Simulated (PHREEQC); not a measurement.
Make-up at 25 °C: 0.0096 mol/kgw MnSO4, 0.072 mol/kgw MgSO4, 0.00053 mol/kgw H2SO4 and 0.00027 mol/kgw NaCl. Closed to the air; pH follows from the charge balance.

Computed with PHREEQC (ion-association model, phreeqc.dat).

```
quantity                    before     after
------------------------  --------  --------
pH                            3.44      3.63
ionic strength (mol/kgw)     0.164    0.0908
SO4-2 (mol/kgw)             0.0407    0.0226
MgSO4 (mol/kgw)             0.0367    0.0164
Mg+2 (mol/kgw)              0.0353    0.0196
HSO4- (mol/kgw)           0.000604  0.000250
```

Task: Which change was made?
(A) MnSO4 left out
(B) diluted 2-fold with water
(C) diluted 5-fold with water
(D) NaCl left out

Result: B, diluted 2-fold with water

This is a speciation only: nothing precipitates in the calculation.
